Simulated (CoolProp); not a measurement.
Model: reference Helmholtz-energy equation of state, Akasaka 2020, in CoolProp.

For R1123, give the phase and the speed of sound (m/s), Joule-Thomson coefficient (K/MPa), fugacity coefficient at 99.95 °C and 745 kPa; 99.95 °C and 1810 kPa; 99.95 °C and 4380 kPa.


- 99.95 °C and 745 kPa: gas; speed of sound 200, Joule-Thomson coefficient 7.33, fugacity coefficient 0.962
- 99.95 °C and 1810 kPa: gas; speed of sound 191, Joule-Thomson coefficient 7.58, fugacity coefficient 0.909
- 99.95 °C and 4380 kPa: gas; speed of sound 169, Joule-Thomson coefficient 8.10, fugacity coefficient 0.788
